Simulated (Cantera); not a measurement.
What does this Cantera script print?

```python
import numpy as np
import cantera as ct

gas_names = """
    CL CLO CL2 O O2 O3 Si SiCL SiCL2 SiCL3 SiCL4 SiO SiO2 Si2 Si3
""".split()
cond_names = """
    Si(cr) Si(L) SiO2(Lqz) SiO2(hqz) SiO2(L)
""".split()


# ... load() reads the species with a 1 bar reference pressure and builds the phases ...
atoms = {
    'SiCl4': {'Si': 1, 'CL': 4},
    'O3': {'O': 3},
}
top_T = {}  # K; cautious upper limits of use, not melting points


# ... equilibrate(T, P, feed) seeds the gas with the atoms and calls Mixture.equilibrate('TP', solver="vcs", rtol=1e-11, max_steps=5000) ...
results = []
T = 1775  # K
P = 100000  # Pa
for m in [0.067, 0.12, 0.2, 0.34, 0.59, 1, 1.7, 3]:
    feed = {'SiCl4': 1, 'O3': m}  # mol
    mix = equilibrate(T, P, feed)
    results.append((T, P, feed, dict(zip(mix.species_names, mix.species_moles))))
    x = sorted(zip(gas.X, gas.species_names), reverse=True)
    print(f"T = {T:g} K  P = {P:g} Pa  n(O3) = {m:g} mol  gas = {mix.phase_moles(0):.4g} mol")
    print("   x: " + "  ".join(f"{s} {v:.3e}" for v, s in x if v > 1e-06))
    print("   condensed (mol): " + ("  ".join(f"{mix.phase(i).name} {mix.phase_moles(i):.4g}"
          for i in range(1, mix.n_phases) if mix.phase_moles(i) > 1e-12) or "none"))
```

It prints:

```
T = 1775 K  P = 100000 Pa  n(O3) = 0.067 mol  gas = 1.159 mol
   x: SiCL4 7.743e-01  CL2 1.248e-01  CL 9.907e-02  SiCL3 1.820e-03  SiCL2 7.241e-06
   condensed (mol): SiO2(L) 0.1005
T = 1775 K  P = 100000 Pa  n(O3) = 0.12 mol  gas = 1.264 mol
   x: SiCL4 6.477e-01  CL2 2.197e-01  CL 1.314e-01  SiCL3 1.148e-03  SiCL2 3.441e-06  CLO 2.462e-06  O2 1.057e-06
   condensed (mol): SiO2(L) 0.18
T = 1775 K  P = 100000 Pa  n(O3) = 0.2 mol  gas = 1.417 mol
   x: SiCL4 4.934e-01  CL2 3.419e-01  CL 1.640e-01  SiCL3 7.009e-04  CLO 5.475e-06  O2 3.359e-06  SiCL2 1.684e-06
   condensed (mol): SiO2(L) 0.3
T = 1775 K  P = 100000 Pa  n(O3) = 0.34 mol  gas = 1.678 mol
   x: CL2 5.081e-01  SiCL4 2.917e-01  CL 1.999e-01  SiCL3 3.399e-04  CLO 1.290e-05  O2 1.255e-05
   condensed (mol): SiO2(L) 0.51
T = 1775 K  P = 100000 Pa  n(O3) = 0.59 mol  gas = 2.138 mol
   x: CL2 7.096e-01  CL 2.362e-01  SiCL4 5.390e-02  O2 1.325e-04  SiCL3 5.315e-05  CLO 4.953e-05  O 1.102e-06
   condensed (mol): SiO2(L) 0.8847
T = 1775 K  P = 100000 Pa  n(O3) = 1 mol  gas = 2.806 mol
   x: CL2 6.031e-01  CL 2.178e-01  O2 1.774e-01  CLO 1.671e-03  O 4.032e-05  SiCL4 2.907e-05
   condensed (mol): SiO2(L) 0.9999
T = 1775 K  P = 100000 Pa  n(O3) = 1.7 mol  gas = 3.905 mol
   x: CL2 4.202e-01  O2 3.959e-01  CL 1.818e-01  CLO 2.084e-03  O 6.023e-05  SiCL4 6.325e-06
   condensed (mol): SiO2(L) 1
T = 1775 K  P = 100000 Pa  n(O3) = 3 mol  gas = 5.928 mol
   x: O2 5.894e-01  CL2 2.643e-01  CL 1.442e-01  CLO 2.017e-03  O 7.350e-05  SiCL4 1.681e-06
   condensed (mol): SiO2(L) 1
```

Method: chemical equilibrium by Gibbs-energy minimisation in Cantera with the NASA 1993 tables (ideal gas, pure condensed phases). The tables' values for SiCl3 are old estimates; treat these amounts as uncertain. The tables hold silica as quartz up to 1696 K and as liquid above; real silica turns to tridymite and cristobalite and melts near 1996 K.
